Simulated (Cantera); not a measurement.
A closed system holds: 1 mol Cu₂O, 1.7 mol C, 0.17 mol N₂, at 8.30 bar.

Method: chemical equilibrium by Gibbs-energy minimisation in Cantera with the NASA 1993 tables (ideal gas, pure condensed phases). Candidate condensed phases: C, Cu, CuO, Cu₂O; 27 gas species. The numbers say what is thermodynamically allowed, not how fast it happens. All values below are at 2375 K.

Base state: CO 0.846, N₂ 0.144, Cu 0.00959, Cu₂ 0.000113, CO₂ 3.44e-5 (mole fractions); condensed: C(graphite) + Cu(l).

**Question.** What changes in the equilibrium state with this change: pressure from 8.30 bar to 4.60 bar?

**Answer.** 
```tsv
species	before	after
CO	0.846	0.840
N₂	0.144	0.143
Cu	0.00959	0.0173
CO₂	3.44e-5	1.87e-5
Cu₂	0.000113	0.000204
C(graphite), mol	0.700	0.700
Cu(l), mol	1.99	1.98
```
